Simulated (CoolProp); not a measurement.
n-decane along the isobar 525 kPa: fugacity coefficient from the reference equation and from simpler models built on Tc = 617.7 K, pc = 2101 kPa, ω = 0.488; each cubic takes its own stable root.

Model: reference Helmholtz-energy equation of state, Lemmon 2006, in CoolProp. It is a short technical equation, of lower accuracy than the large ones.

| T (K) | phase | reference |
|---|---|---|
| 326.3 | liquid | 0.002078 |
| 343.7 | liquid | 0.005134 |
| 361.2 | liquid | 0.01142 |
| 378.6 | liquid | 0.02305 |
| 396.1 | liquid | 0.04309 |
| 413.5 | liquid | 0.07495 |
| 431 | liquid | 0.1232 |
| 448.4 | liquid | 0.1915 |
| 465.9 | liquid | 0.2852 |
| 483.3 | liquid | 0.4068 |
| 500.8 | liquid | 0.5607 |
| 518.3 | liquid | 0.7479 |

Q: How far does each simpler model (van der Waals, Redlich-Kwong) lie from the reference over these 12 states: mean and median of the absolute difference, and the worst?

A: 
- van der Waals: mean 1551.9 %, median 562.6 %, worst +7667.1 % at 326.3 K and 525 kPa
- Redlich-Kwong: mean 271.8 %, median 184.7 %, worst +839.4 % at 326.3 K and 525 kPa

At some of these states van der Waals, Redlich-Kwong gives the other phase, because its saturation line lies elsewhere.
